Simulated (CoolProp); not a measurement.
Vapour-liquid equilibrium of acetone (1) + methanol (2) at -33.35 °C; x and y are mole fractions of (1).

Computed with CoolProp (multi-fluid Helmholtz-energy mixture model, Lemmon 2006 and de Reuck 1993; pair parameters Bell 2016).

| x | bubble pressure (bar) | y at the bubble point | dew pressure at overall composition x (bar) | liquid density (mol/L) |
|---|---|---|---|---|
| 0.05 | 0.004885 | 0.302 | 0.003742 | 25.33 |
| 0.15 | 0.006725 | 0.534 | 0.004128 | 23.63 |
| 0.25 | 0.007922 | 0.633 | 0.004599 | 22.11 |
| 0.35 | 0.008766 | 0.693 | 0.005186 | 20.76 |
| 0.45 | 0.009420 | 0.737 | … | … |
| 0.55 | 0.009974 | 0.775 | … | 18.44 |
| 0.65 | 0.01047 | … | 0.008151 | 17.44 |
| 0.75 | 0.01094 | 0.854 | 0.009617 | 16.53 |
| 0.85 | … | 0.902 | 0.01089 | 15.71 |
| 0.95 | 0.01171 | 0.962 | 0.01165 | 14.95 |

**Question.** Complete the blanks.

**Answer.** 
- 0.45, dew pressure at overall composition x (bar): 0.005933
- 0.45, liquid density (mol/L): 19.54
- 0.55, dew pressure at overall composition x (bar): 0.006901
- 0.65, y at the bubble point: 0.813
- 0.85, bubble pressure (bar): 0.01136

No azeotrope shows between x = 0.05 and 0.95.

The pair parameters rest on a limited set of measurements; away from them the model extrapolates.
